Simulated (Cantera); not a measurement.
A closed system holds: 1 mol NH3, 4 mol H2, 2.4 mol N2, held at 120 Torr.

Cantera equilibrium calculation (NASA polynomials, part measured and part estimated; ideal gas, pure solids and liquids). Ions and electrons are included (thermal ionisation). The numbers say what is thermodynamically allowed, not how fast it happens.

x: gas mole fraction; nothing condenses.

```csv
T (°C),x H,x H2,x N2,x N,x NH,x e-
2727,0.261,0.438,0.300,1.91e-5,(withheld),9.53e-11
2977,0.435,0.294,0.270,8.02e-5,(withheld),6.86e-10
3227,0.595,0.162,0.242,0.000273,(withheld),4.87e-9
3477,0.697,0.0774,0.224,0.000795,(withheld),2.58e-8
3727,0.748,0.0352,0.215,0.00206,(withheld),1.08e-7
3977,0.770,0.0164,0.209,0.00479,(withheld),3.77e-7
4227,0.778,0.00809,0.204,0.0102,(withheld),1.14e-6
4477,0.778,0.00422,0.198,0.0198,(withheld),3.10e-6
4727,0.774,0.00232,0.187,0.0359,(withheld),7.60e-6
```

Problem. Some entries are withheld; supply them.

Solution. 
- 2727, x NH: 2.46e-6
- 2977, x NH: 5.76e-6
- 3227, x NH: 1.05e-5
- 3477, x NH: 1.58e-5
- 3727, x NH: 2.15e-5
- 3977, x NH: 2.74e-5
- 4227, x NH: 3.34e-5
- 4477, x NH: 3.95e-5
- 4727, x NH: 4.52e-5
